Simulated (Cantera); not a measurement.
An adiabatic, constant-volume homogeneous reactor starts with 2.97 % C₂H₄, 20.3 % O₂, 76.1 % N₂, 0.624 % CO₂, at 1250 K and 0.660 bar.

Computed with Cantera and GRI-Mech 3.0 (53 species, 325 reactions). GRI-Mech 3.0 was tuned for natural gas; its chemistry of ethylene as a main component is partial and can be far from experiment.

Q: Predict: time of steepest temperature rise; temperature at 0.200 s; equilibrium temperature; x(O₂) at 0.200 s; x(OH) at 0.200 s; x(NO₂) at 0.200 s.

A: 
```json
{
  "time_of_steepest_temperature_rise": "0.246 ms",
  "temperature at 0.200 s": "2423 K",
  "equilibrium_temperature": "2423 K",
  "x(O₂) at 0.200 s": "0.105 (gas-phase equilibrium 0.105)",
  "x(OH) at 0.200 s": "0.00662 (gas-phase equilibrium 0.00662)",
  "x(NO₂) at 0.200 s": "1.07e-5 (gas-phase equilibrium 1.07e-5)"
}
```
